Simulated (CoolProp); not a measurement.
Computed with CoolProp (reference Helmholtz-energy equation of state, Lemmon 2006). It is a short technical equation, of lower accuracy than the large ones.

Q: For C3F8 (R218), give the phase and the Z, cp (kJ/(kg K)), speed of sound (m/s), Joule-Thomson coefficient (K/MPa) at 406.3 K and 26.6 bar.

A: 
- 406.3 K and 26.6 bar: supercritical; Z 0.794, cp 1.06, speed of sound 113, Joule-Thomson coefficient 6.41
